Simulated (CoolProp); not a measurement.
Nitrogen along the isobar 100 bar: Z from the reference equation and from simpler models built on Tc = -147.0 °C, pc = 33.96 bar, ω = 0.037; each cubic takes its own stable root.

The numbers come from the reference Helmholtz-energy equation of state, Span 2000 in CoolProp.

| T (°C) | phase | reference | Redlich-Kwong | Peng-Robinson |
|---|---|---|---|---|
| -178.55 | liquid | 0.4701 | 0.4679 | 0.4166 |
| -164.85 | liquid | 0.4480 | 0.4527 | 0.4029 |
| -151.15 | liquid | 0.4444 | 0.4588 | 0.4106 |
| -137.45 | supercritical | 0.4666 | 0.4920 | 0.4479 |
| -123.75 | supercritical | 0.5318 | 0.5608 | 0.5260 |
| -110.05 | supercritical | 0.6364 | 0.6538 | 0.6280 |
| -96.45 | supercritical | 0.7328 | 0.7382 | 0.7173 |
| -82.75 | supercritical | 0.8057 | 0.8037 | 0.7862 |
| -69.05 | supercritical | 0.8589 | 0.8525 | 0.8379 |
| -55.35 | supercritical | 0.8985 | 0.8892 | 0.8773 |
| -41.65 | supercritical | 0.9285 | 0.9173 | 0.9078 |
| -27.95 | supercritical | 0.9517 | 0.9391 | 0.9318 |
| -14.25 | supercritical | 0.9699 | 0.9563 | 0.9508 |
| -0.65 | supercritical | 0.9842 | 0.9699 | 0.9660 |
